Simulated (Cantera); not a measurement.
Mixture: CH4 : O2 : N2 = 1 : 1.54 : 5.78 (molar parts), equivalence ratio 1.3, at 3750 Torr, adiabatic and at constant volume. Ignition delay is the time to a rise of 400 K.

Cantera simulation using GRI-Mech 3.0 (53 species, 325 reactions); the numbers are that mechanism's predictions, not measurements.

Question: What does this change do: pressure from 3750 Torr to 518 Torr?

Answer: 
```csv
quantity,before,after
delay at 1125 K,30.0 ms,0.215 s
delay at 1225 K,7.86 ms,47.6 ms
delay at 1325 K,2.32 ms,12.3 ms
delay at 1425 K,0.760 ms,3.64 ms
delay at 1525 K,0.272 ms,1.26 ms
delay at 1625 K,0.107 ms,0.517 ms
delay at 1725 K,46.6 µs,0.243 ms
apparent activation energy between 1525 and 1725 K,190 kJ/mol,180 kJ/mol
```
